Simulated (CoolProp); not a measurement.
Aqueous magnesium chloride as a coolant, 29 % by mass, freezing at -86.3 °C, 1 atm.

Model: Melinder's fits for secondary coolants, in CoolProp.

```json
[
 {"T (°C)": "-5.8", "density (kg/m³)": "…", "viscosity (mPa s)": "8790", "conductivity (W/(m K))": "0.425", "cp (kJ/(kg K))": "2.681"},
 {"T (°C)": "-1.1", "density (kg/m³)": "1310", "viscosity (mPa s)": "5520", "conductivity (W/(m K))": "0.439", "cp (kJ/(kg K))": "2.675"},
 {"T (°C)": "3.6", "density (kg/m³)": "1304", "viscosity (mPa s)": "…", "conductivity (W/(m K))": "0.453", "cp (kJ/(kg K))": "2.668"},
 {"T (°C)": "8.3", "density (kg/m³)": "…", "viscosity (mPa s)": "2390", "conductivity (W/(m K))": "0.466", "cp (kJ/(kg K))": "2.660"},
 {"T (°C)": "13", "density (kg/m³)": "1293", "viscosity (mPa s)": "1670", "conductivity (W/(m K))": "0.479", "cp (kJ/(kg K))": "2.649"},
 {"T (°C)": "17.8", "density (kg/m³)": "1287", "viscosity (mPa s)": "1210", "conductivity (W/(m K))": "0.492", "cp (kJ/(kg K))": "2.635"},
 {"T (°C)": "22.5", "density (kg/m³)": "1283", "viscosity (mPa s)": "926", "conductivity (W/(m K))": "0.504", "cp (kJ/(kg K))": "2.619"},
 {"T (°C)": "27.2", "density (kg/m³)": "1278", "viscosity (mPa s)": "748", "conductivity (W/(m K))": "0.516", "cp (kJ/(kg K))": "2.599"},
 {"T (°C)": "31.9", "density (kg/m³)": "1274", "viscosity (mPa s)": "640", "conductivity (W/(m K))": "0.528", "cp (kJ/(kg K))": "2.575"},
 {"T (°C)": "36.6", "density (kg/m³)": "1271", "viscosity (mPa s)": "583", "conductivity (W/(m K))": "0.540", "cp (kJ/(kg K))": "2.547"}
]
```

Q: Fill in the missing entries.

A: 
- -5.8, density (kg/m³): 1315
- 3.6, viscosity (mPa s): 3570
- 8.3, density (kg/m³): 1298
